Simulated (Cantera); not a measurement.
Feed: 1 mol CH₃F, 0.043 mol H₂, at 113 Torr.

Method: chemical equilibrium by Gibbs-energy minimisation in Cantera with the NASA 1993 tables (ideal gas, pure condensed phases). Candidate condensed phases: C, C₆H₆, C₇H₈, C₈H₁₈; 95 gas species. Equilibrium is a limit: real reactors are often held back by kinetics, nucleation or transport.

Question: At 2700 °C, list the 7 most abundant gas species with their mole fractions, and the condensed phases.

Answer: HF 0.433, H₂ 0.327, H 0.214, C₂H₂ (acetylene) 0.0188, C₂H 0.00204, F 0.00167, C₃ 0.00156. Condensed: C(graphite).
